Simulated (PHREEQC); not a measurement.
PHREEQC input (ion-association model, wateq4f.dat):

```
SOLUTION_SPECIES
  PO4-3 + 3H+ = H3PO4  # constants of phreeqc.dat
    -log_k 21.721
    -delta_h -10.1 kJ
  2 NO3- + 12 H+ + 10 e- = N2 + 6 H2O  # shut off: nitrate stays nitrate
    -log_k -100
    -delta_h 0
    -analytic -100
SOLUTION 1
  temp 25
  units mmol/kgw
  pH 7 charge
  P 23
  K 23
  N(5) 6.3
SOLUTION 2
  temp 25
  units mmol/kgw
  pH 7 charge
  F 36.86
  Si 0.31
  S(6) 0.23
END
SELECTED_OUTPUT 1
  -reset false
  -pH true
  -pe true
  -ionic_strength true
  -water true
  -totals F K N P S Si N(5) N(3) N(0) N(-3)
    S(-2) S(6)
  -molalities H+ F- K+ NO3- PO4-3 SO4-2 H4SiO4 H3SiO4- H2SiO4-2 HPO4-2
    H2PO4- NH3 KHPO4- KSO4- HSO4- H2S HS- S-2 O2 NH4+
    NH4SO4- OH- SiF6-2 HF HF2- NO2- H2F2 H3PO4
  -equilibrium_phases SiO2(a)
PRINT
  -reset false
MIX 1
  1 1
  2 0
EQUILIBRIUM_PHASES 1
  SiO2(a) 0 0
  O2(g) -0.68 10
END
# ... the last block is repeated for the other 10 points of share of solution B
```

Selected output (columns that matter, 11 of 11 rows; share of solution B added in front):

```
share of solution B	pH	mu	F	K	N	P	S	Si	m_H+	m_F-	m_K+	m_NO3-	m_SO4-2	m_H2PO4-
0	2.7456	0.02504	0	0.023	0.0063	0.023	0	0	0.002039	0	0.023	0.0063	0	0.018737
0.1	2.6792	0.023115	0.003686	0.0207	0.00567	0.0207	2.3e-05	3.1e-05	0.0023676	0.00093976	0.020698	0.00567	1.8949e-05	0.016346
0.2	2.6247	0.021171	0.007372	0.0184	0.00504	0.0184	4.6e-05	6.2e-05	0.0026741	0.0016745	0.018397	0.00504	3.7513e-05	0.014115
0.3	2.5774	0.019216	0.011058	0.0161	0.00441	0.0161	6.9e-05	9.3e-05	0.0029703	0.0022661	0.016096	0.00441	5.5699e-05	0.012011
0.4	2.5344	0.017258	0.014744	0.0138	0.00378	0.0138	9.2e-05	0.000124	0.0032648	0.0027418	0.013796	0.00378	7.3482e-05	0.010014
0.5	2.4943	0.015305	0.01843	0.0115	0.00315	0.0115	0.000115	0.000155	0.0035636	0.0031207	0.011496	0.00315	9.0811e-05	0.008114
0.6	2.456	0.013362	0.022116	0.0092	0.00252	0.0092	0.000138	0.000186	0.0038722	0.0034156	0.0091956	0.00252	0.00010761	0.0063058
0.7	2.4186	0.011433	0.025802	0.0069	0.00189	0.0069	0.000161	0.000217	0.0041959	0.0036358	0.0068961	0.00189	0.00012378	0.0045878
0.8	2.3815	0.0095245	0.029488	0.0046	0.00126	0.0046	0.000184	0.000248	0.0045403	0.0037875	0.004597	0.00126	0.00013918	0.0029611
0.9	2.3442	0.0076426	0.033174	0.0023	0.00063	0.0023	0.000207	0.000279	0.0049116	0.0038752	0.0022983	0.00063	0.00015361	0.0014297
1	2.306	0.0057941	0.03686	0	0	0	0.00023	0.00031	0.0053173	0.0039016	0	0	0.00016681	0
```

wateq4f.dat counts part of the HF as a dimer, H2F2, which phreeqc.dat doesn't know; its constant is uncertain. H3PO4, which wateq4f.dat lacks, is added to it with the constant of phreeqc.dat. SiF6-2 is the database's only silicon fluoride.
